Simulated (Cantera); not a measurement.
An adiabatic, constant-pressure homogeneous reactor starts with 6.57 % CH4, 1.05 % C2H6, 0.855 % C3H8, 19.2 % O2, 72.3 % N2, at 1023 K and 13.0 bar.

Model: GRI-Mech 3.0 (53 species, 325 reactions), integrated in Cantera. The pressure lies above the range GRI-Mech 3.0 was tuned for (to about 10 atm).

Predict: time of steepest temperature rise; temperature at 0.200 s; equilibrium temperature; x(NO) at 0.200 s; x(H) at 0.200 s.


```
Quantity                                                            Result
---------------------------------  ---------------------------------------
time of steepest temperature rise                                  8.45 ms
temperature at 0.200 s                                              2697 K
equilibrium temperature                                             2697 K
x(NO) at 0.200 s                   0.00353 (gas-phase equilibrium 0.00353)
x(H) at 0.200 s                    0.00178 (gas-phase equilibrium 0.00178)
```
